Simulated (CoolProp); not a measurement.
Computed with CoolProp (reference Helmholtz-energy equation of state, Lemmon 2004). It is a short technical equation, of lower accuracy than the large ones.

### Question
For n-dodecane, give the phase and the density (kg/m³), isothermal compressibility (1/MPa), expansivity (1/kK), viscosity (µPa s) at 620 K and 3.57 MPa.

### Answer
- 620 K and 3.57 MPa: liquid; density 466, isothermal compressibility 0.0229, expansivity 2.97, viscosity 78.2

Viscosity comes from a separate model (Huber 2004).
